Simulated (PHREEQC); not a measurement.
A solution holds 3.3 mmol/kgw NiSO4, 0.058 mmol/kgw MgSO4 and 0.059 mmol/kgw NaF, at 25 °C. Closed to the air; pH follows from the charge balance.

Computed with PHREEQC (ion-association model, wateq4f.dat).

Question: The ionic strength comes out as 0.0110 mol/kgw. What activity coefficients do Na+, F-, Mg+2, NiF+, Ni+2 get?

Answer: Na+ 0.90, F- 0.90, Mg+2 0.66, NiF+ 0.90, Ni+2 0.65.

Precipitation was switched off in this run. Complexes and solids missing from the database can't appear.
